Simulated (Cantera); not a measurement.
A closed system holds: 1 mol SiC, 1 mol CO₂, 2.5 mol H₂, held at 1775 K and 6.60e-6 bar.

Cantera equilibrium calculation (NASA polynomials, part measured and part estimated; ideal gas, pure solids and liquids). Candidate condensed phases: C, C₆H₆, C₇H₈, C₈H₁₈, H₂O, Si, SiC, SiO₂; 123 gas species. Rates play no part.

Base state: H₂ 0.469, CO 0.329, H 0.0771, SiO 0.0771, Si 0.0481, Si₂C 0.000446, SiH 0.000104, Si₂ 3.89e-5 (mole fractions); condensed: SiC(s).

What changes in the equilibrium state with this change: temperature from 1775 K to 1123.15 K?


```
species                before     after
-------------------  --------  --------
H₂                      0.469     0.652
CO                      0.329     0.348
SiO                    0.0771  0.000350
H                      0.0771   1.34e-5
Si                     0.0481     <1e-9
Si₂C                 0.000446     <1e-9
SiH                  0.000104     <1e-9
Si₂                   3.89e-5     <1e-9
SiC(s), mol             0.378     0.666
SiO₂(β-quartz), mol         0     0.332
```
Mutual solubility and eutectic melting of coexisting phases are not modelled.

What changes in the equilibrium state with this change: temperature from 1775 K to 1173 K?


```json
[
 {"species": "H₂", "before": "0.469", "after": "0.649"},
 {"species": "CO", "before": "0.329", "after": "0.347"},
 {"species": "SiO", "before": "0.0771", "after": "0.00315"},
 {"species": "H", "before": "0.0771", "after": "3.70e-5"},
 {"species": "Si", "before": "0.0481", "after": "<1e-9"},
 {"species": "Si₂C", "before": "0.000446", "after": "<1e-9"},
 {"species": "SiH", "before": "0.000104", "after": "<1e-9"},
 {"species": "Si₂", "before": "3.89e-5", "after": "<1e-9"},
 {"species": "SiC₂", "before": "1.33e-5", "after": "<1e-9"},
 {"species": "SiC(s), mol", "before": "0.378", "after": "0.663"},
 {"species": "SiO₂(β-quartz), mol", "before": "0", "after": "0.325"}
]
```
Mutual solubility and eutectic melting of coexisting phases are not modelled. The tables hold silica as quartz up to 1696 K and as liquid above; real silica turns to tridymite and cristobalite and melts near 1996 K.

What changes in the equilibrium state with this change: CO₂ from 1 to 0.01 mol?


```csv
species,before,after
H₂,0.469,0.879
H,0.0771,0.106
CO,0.329,0.00742
SiO,0.0771,3.83e-5
Si,0.0481,0.00713
C₂H₂ (acetylene),1.47e-6,0.000125
Si₂,3.89e-5,8.56e-7
SiC₂,1.33e-5,8.97e-5
Si₂C,0.000446,6.62e-5
"SiC(s), mol",0.378,0.980
"C(graphite), mol",0,0.00866
```
